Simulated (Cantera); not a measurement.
## Ammonia decomposition in nitride growth gas

An isothermal, constant-pressure homogeneous reactor starts with 24.4 % NH3, 75.6 % N2, at 1750 K and 17.3 Torr.

Model: the gas-phase N/H chemistry of the illustrative SiF4/NH3 mechanism in the Surface Chemkin manual (1991), integrated in Cantera. Walls and surfaces, which speed up NH3 decomposition in real reactors, are not modelled.

| t (s) | x NH3 | x N2H2 | x N | x NH | x H2 | x NH2 |
|---|---|---|---|---|---|---|
| 0.000600 | 0.244 | 6.69e-11 | <1e-12 | 1.92e-10 | 1.54e-6 | 3.11e-6 |
| 0.00182 | 0.244 | 8.46e-10 | <1e-12 | 2.75e-9 | 4.75e-6 | 9.49e-6 |
| 0.00553 | 0.244 | 9.32e-9 | 2.62e-11 | 3.60e-8 | 1.48e-5 | 2.88e-5 |
| 0.0168 | 0.244 | 1.01e-7 | 2.62e-10 | 2.72e-7 | 5.68e-5 | 8.69e-5 |
| 0.0510 | 0.243 | 8.12e-7 | 2.69e-9 | 1.14e-6 | 0.000489 | 0.000234 |
| 0.155 | 0.240 | 1.49e-6 | 2.02e-8 | 2.04e-6 | 0.00400 | 0.000300 |
| 0.470 | 0.231 | 1.38e-6 | 7.60e-8 | 2.69e-6 | 0.0154 | 0.000264 |
| 1.43 | 0.206 | 1.09e-6 | 1.73e-7 | 3.12e-6 | 0.0453 | 0.000216 |
| 4.34 | 0.153 | 6.66e-7 | 2.39e-7 | 2.93e-6 | 0.110 | 0.000160 |
| 13.2 | 0.0744 | 2.36e-7 | 2.36e-7 | 2.13e-6 | 0.204 | 9.06e-5 |
| 40.0 | 0.0163 | 3.10e-8 | 1.82e-7 | 1.05e-6 | 0.274 | 2.92e-5 |
x: mole fraction; the columns are a selection and need not sum to one.

Equilibrium at this temperature and pressure: NH3 9.89e-8, N2H2 <1e-12, N 8.08e-11, NH 1.11e-10, H2 0.294, NH2 7.35e-10 (gas phase only).
